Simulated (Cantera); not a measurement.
Feed: 1 mol Ta(OEt)5, 0.42 mol CH4, held at 69.0 Pa.

Equilibrium computed with Cantera from the NASA thermochemical tables; the gas is ideal and each condensed phase is pure. Candidate condensed phases: C, C6H6, C7H8, C8H18, H2O, Ta, TaC, Ta2O5; 113 gas species. The feed counts by its element totals alone. TaC: taken at fixed stoichiometry. Condensed phases not in the tables: Ta2C. Equilibrium is a limit: real reactors are often held back by kinetics, nucleation or transport.

x: gas mole fraction; n: condensed amount in mol.

| T (°C) | x H2 | x H | x CO | x C2H2 (acetylene) | n C(graphite) | n TaC(s) |
|---|---|---|---|---|---|---|
| 1150 | 0.727 | 0.000216 | 0.273 | 2.50e-6 | 4.42 | 1.00 |
| 1300 | 0.726 | ? | 0.272 | ? | 4.42 | 1.00 |
| 1450 | 0.722 | 0.00590 | 0.272 | 6.54e-5 | 4.42 | 1.00 |
| 1600 | 0.709 | 0.0207 | 0.270 | 0.000221 | 4.41 | 1.00 |
| 1750 | 0.675 | ? | 0.265 | ? | 4.40 | 1.00 |
| 1900 | 0.603 | 0.143 | 0.253 | 0.00133 | 4.37 | 1.00 |
| 2050 | 0.478 | 0.286 | 0.234 | 0.00231 | 4.31 | 1.00 |
| 2200 | 0.313 | 0.475 | 0.208 | 0.00302 | 4.22 | 1.00 |

Problem. What belongs in the gaps?

Solution. 
- 1300, x H: 0.00132
- 1300, x C2H2 (acetylene): 1.50e-5
- 1750, x H: 0.0594
- 1750, x C2H2 (acetylene): 0.000603
